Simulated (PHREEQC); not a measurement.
Solution (25 °C): 0.48 mmol/kgw Cu(BF4)2, 0.0029 mmol/kgw H2SO4 and 0.064 mmol/kgw NaCl. Closed to the air; pH follows from the charge balance.

The numbers come from PHREEQC with the ion-association model, phreeqc.dat.

Precipitation was switched off in this run.

### Question
Estimate the pH, ionic strength.

### Answer
pH 3.14; ionic strength 0.00224 mol/kgw.

### Question
In which forms is B present?

### Answer
H3BO3 73 %, BF4- 18 %, BF3OH- 4.6 %, BF2(OH)2- 4.3 % of the B.

Real BF4- forms and hydrolyses slowly; the run takes it at equilibrium.
